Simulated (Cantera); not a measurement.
An adiabatic, constant-volume homogeneous reactor starts with CH4 : O2 : N2 = 1 : 5.26 : 19.8 (molar parts), at 1273 K and 280000 Pa.

Cantera simulation using GRI-Mech 3.0 (53 species, 325 reactions); the numbers are that mechanism's predictions, not measurements.

Question: Predict: time of steepest temperature rise; temperature at 0.800 s; equilibrium temperature; x(O2) at 0.800 s; x(HO2) at 0.800 s; x(H2) at 0.800 s; x(H2O) at 0.800 s; x(N2O) at 0.800 s.

Answer: 
```json
{
  "time_of_steepest_temperature_rise": "4.20 ms",
  "temperature at 0.800 s": "2262 K",
  "equilibrium_temperature": "2262 K",
  "x(O2) at 0.800 s": "0.119 (gas-phase equilibrium 0.119)",
  "x(HO2) at 0.800 s": "6.09e-6 (gas-phase equilibrium 6.09e-6)",
  "x(H2) at 0.800 s": "0.000163 (gas-phase equilibrium 0.000163)",
  "x(H2O) at 0.800 s": "0.0748 (gas-phase equilibrium 0.0748)",
  "x(N2O) at 0.800 s": "1.30e-6 (gas-phase equilibrium 1.30e-6)"
}
```
